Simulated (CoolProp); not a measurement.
Aqueous propylene glycol as a coolant, 49 % by mass, freezing at -30.8 °C, 1 atm.

Model: Melinder's fits for secondary coolants, in CoolProp.

| T (°C) | viscosity (mPa s) | conductivity (W/(m K)) | cp (kJ/(kg K)) | density (kg/m³) |
|---|---|---|---|---|
| -13.7 | 48.0 | 0.347 | 3.421 | 1057 |
| -7.4 | 30.0 | 0.350 | 3.445 | 1054 |
| -1.1 | 19.6 | 0.353 | 3.469 | 1051 |
| 5.2 | 13.3 | 0.356 | 3.493 | 1047 |
| 11.5 | 9.37 | 0.359 | 3.517 | 1044 |
| 17.9 | 6.80 | 0.362 | 3.541 | 1040 |
| 24.2 | 5.11 | 0.366 | 3.565 | 1036 |
| 30.5 | 3.96 | 0.369 | 3.588 | 1032 |
| 36.8 | 3.15 | 0.372 | 3.612 | 1027 |
